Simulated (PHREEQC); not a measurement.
**Alkaline etch or developer (model solution)**

Consider water at 89 °C with 0.0022 mol/kgw KOH, 0.00019 mol/kgw H4SiO4 and 0.21 mol/kgw K2CO3. Closed to the air; pH follows from the charge balance.

Computed with PHREEQC (ion-association model, wateq4f.dat).

Each row changes one thing in this solution. Precipitation was switched off in this run.

| case | pH | ionic strength (mol/kgw) | H2SiO4-2 (mol/kgw) | H4SiO4 (mol/kgw) | SI of Quartz (SiO2) |
|---|---|---|---|---|---|
| as made | 10.55 | 0.612 | 2.34e-5 | 3.50e-6 | -2.18 |
| temperature from 89 to 65 °C | ___ | 0.621 | 1.93e-5 | 3.00e-6 | -1.99 |
| H4SiO4 from 0.00019 to 0.000171 mol/kgw | 10.55 | 0.612 | 2.11e-5 | 3.15e-6 | -2.23 |
| 0.0028 mol/kgw NH3 added | 10.55 | 0.612 | 2.34e-5 | 3.50e-6 | -2.18 |
| KOH from 0.0022 to 0.011 mol/kgw | 10.65 | ___ | 2.83e-5 | 2.75e-6 | -2.28 |
| KOH left out | 10.53 | 0.609 | 2.23e-5 | 3.73e-6 | -2.15 |
| temperature from 89 to 70 °C | 10.77 | 0.619 | 2.02e-5 | 3.12e-6 | -2.03 |
| K2CO3 replaced by K2SO4 at the same molality | 9.55 | 0.428 | 1.97e-6 | 3.61e-5 | ___ |

Complete the blanks.


- temperature from 89 to 65 °C, pH: 10.83
- KOH from 0.0022 to 0.011 mol/kgw, ionic strength (mol/kgw): 0.625
- K2CO3 replaced by K2SO4 at the same molality, SI of Quartz (SiO2): -1.19

Species that the database lacks are ignored. Away from 25 °C the constants follow the database's enthalpies or fits; those with neither stay at their 25 °C values.
